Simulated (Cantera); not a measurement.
An adiabatic, constant-volume homogeneous reactor starts with H2 : O2 : N2 = 1 : 1.32 : 4.95 (molar parts), equivalence ratio 0.38, at 1373 K and 2900000 Pa.

Model: the H2/O2 subset of GRI-Mech 3.0, which has no nitrogen chemistry, integrated in Cantera. The hydrogen kinetics of GRI-Mech 3.0 are dated; newer H2 mechanisms differ, most at raised pressure. The pressure lies above the range GRI-Mech 3.0 was tuned for (to about 10 atm).

**Question.** Predict: time of steepest temperature rise; temperature at 0.300 s; equilibrium temperature; x(H2) at 0.300 s; x(O2) at 0.300 s; x(H) at 0.300 s; x(HO2) at 0.300 s; x(H2O) at 0.300 s; x(O) at 0.300 s; x(OH) at 0.300 s.

**Answer.** 
| Property | Value |
|---|---|
| time of steepest temperature rise | 5.88 µs |
| temperature at 0.300 s | 2532 K |
| equilibrium temperature | 2532 K |
| x(H2) at 0.300 s | 0.000412 (gas-phase equilibrium 0.000412) |
| x(O2) at 0.300 s | 0.119 (gas-phase equilibrium 0.119) |
| x(H) at 0.300 s | 8.37e-5 (gas-phase equilibrium 8.37e-5) |
| x(HO2) at 0.300 s | 3.23e-5 (gas-phase equilibrium 3.23e-5) |
| x(H2O) at 0.300 s | 0.144 (gas-phase equilibrium 0.144) |
| x(O) at 0.300 s | 0.000833 (gas-phase equilibrium 0.000833) |
| x(OH) at 0.300 s | 0.00627 (gas-phase equilibrium 0.00627) |
